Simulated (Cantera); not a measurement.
A freely propagating, adiabatic, planar premixed flame of H2 : O2 : N2 = 1 : 0.694 : 2.61 (molar parts), unburnt at 375 K and 0.830 bar; mixture-averaged transport, grid criteria slope 0.08 and curve 0.16, no radiation.

Model: the H2/O2 subset of GRI-Mech 3.0, which has no nitrogen chemistry, integrated in Cantera. Burning velocities carry a grid error of a few per cent, more on coarse grids.

x: mole fraction of selected species; z is measured from the peak of heat release.

```csv
z (mm),T (K),u (m/s),x H2,x O2,x OH,x HO2,x H2O2,x O
-1.38,375,2.09,0.232,0.161,<1e-8,<1e-8,<1e-8,<1e-8
-0.919,375,2.09,0.232,0.161,<1e-8,<1e-8,<1e-8,<1e-8
-0.689,375,2.09,0.232,0.161,<1e-8,1.41e-8,<1e-8,<1e-8
-0.460,375,2.09,0.231,0.162,<1e-8,3.85e-7,4.78e-8,1.43e-8
-0.230,[?],2.23,0.213,0.164,1.50e-5,0.000145,1.84e-5,2.21e-6
-0.115,[?],3.59,0.169,0.159,0.000786,0.000277,6.44e-5,0.000165
0,[?],5.62,0.100,0.129,0.00203,0.000113,1.24e-5,0.00273
0.115,[?],7.08,0.0438,0.0868,0.00601,5.93e-5,4.73e-6,0.00787
0.230,[?],7.87,0.0230,0.0667,0.00919,3.85e-5,2.67e-6,0.00992
0.460,1714,8.64,0.0156,0.0583,0.0114,2.54e-5,1.26e-6,0.00886
0.919,1854,9.27,0.0116,0.0551,0.0118,1.63e-5,6.43e-7,0.00615
1.84,1964,9.75,0.00717,0.0532,0.0104,9.38e-6,3.73e-7,0.00357
3.68,2034,10.1,0.00361,0.0524,0.00792,4.96e-6,2.34e-7,0.00173
```

Question: Fill in the missing entries.

Answer: 
- -0.230, T (K): 409
- -0.115, T (K): 682
- 0, T (K): 1095
- 0.115, T (K): 1389
- 0.230, T (K): 1551
